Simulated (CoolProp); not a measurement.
Ethanol at 409.28 K and 0.0667 MPa is compressed adiabatically to 0.444 MPa with isentropic efficiency 0.75. Each further row changes one setting.

The numbers come from the reference Helmholtz-energy equation of state, Schroeder 2014 in CoolProp.

```json
[
 {"case": "as stated", "work (kJ/kg)": "?", "final temperature (K)": "?", "final density (kg/m³)": "4.88"},
 {"case": "efficiency 1", "work (kJ/kg)": "151", "final temperature (K)": "?", "final density (kg/m³)": "?"},
 {"case": "efficiency 0.65", "work (kJ/kg)": "233", "final temperature (K)": "?", "final density (kg/m³)": "?"}
]
```

Question: Some entries are withheld; supply them.

Answer: 
- as stated, work (kJ/kg): 202
- as stated, final temperature (K): 515.2
- efficiency 1, final temperature (K): 492.0
- efficiency 1, final density (kg/m³): 5.14
- efficiency 0.65, final temperature (K): 529.2
- efficiency 0.65, final density (kg/m³): 4.74
